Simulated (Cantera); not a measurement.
An isothermal, constant-pressure homogeneous reactor starts with N₂O : N₂ = 1 : 9 (molar parts), at 1450 K and 9.00 Torr. Integrator tolerance rtol = 1e-08.

Model: GRI-Mech 3.0 (53 species, 325 reactions), integrated in Cantera. GRI-Mech 3.0 was tuned for natural gas; its chemistry of N2O as a main component is partial and can be far from experiment. Radical loss at walls, strong at low pressure, is not modelled. The temperature is held fixed by assumption; the heat of reaction is taken as removed at once.

Question: What does this change do: N2 9 to 35 parts?

Answer: 
| quantity | before | after |
|---|---|---|
| x(N₂O) at 10.0 s | 0.00255 (gas-phase equilibrium 3.74e-9) | 0.000732 (gas-phase equilibrium 2.07e-9) |
| x(NO) at 10.0 s | 0.0205 (gas-phase equilibrium 0.000499) | 0.00589 (gas-phase equilibrium 0.000271) |
| x(NO₂) at 10.0 s | 2.25e-6 (gas-phase equilibrium 1.62e-7) | 5.39e-7 (gas-phase equilibrium 4.72e-8) |
| x(O₂) at 10.0 s | 0.0361 (gas-phase equilibrium 0.0474) | 0.0104 (gas-phase equilibrium 0.0136) |
| x(N₂) at 10.0 s | 0.941 (gas-phase equilibrium 0.952) | 0.983 (gas-phase equilibrium 0.986) |

Question: What does this change do: temperature 1450 to 1300 K?

Answer: 
```tsv
quantity	before	after
x(N₂O) at 10.0 s	0.00255 (gas-phase equilibrium 3.74e-9)	0.0643 (gas-phase equilibrium 1.66e-9)
x(NO) at 10.0 s	0.0205 (gas-phase equilibrium 0.000499)	0.00505 (gas-phase equilibrium 0.000208)
x(NO₂) at 10.0 s	2.25e-6 (gas-phase equilibrium 1.62e-7)	5.85e-7 (gas-phase equilibrium 1.17e-7)
x(O₂) at 10.0 s	0.0361 (gas-phase equilibrium 0.0474)	0.0145 (gas-phase equilibrium 0.0475)
x(N₂) at 10.0 s	0.941 (gas-phase equilibrium 0.952)	0.916 (gas-phase equilibrium 0.952)
```
The mechanism lacks the step 2 NO + O2 → 2 NO2, which can matter for NO2 below about 1400 K.
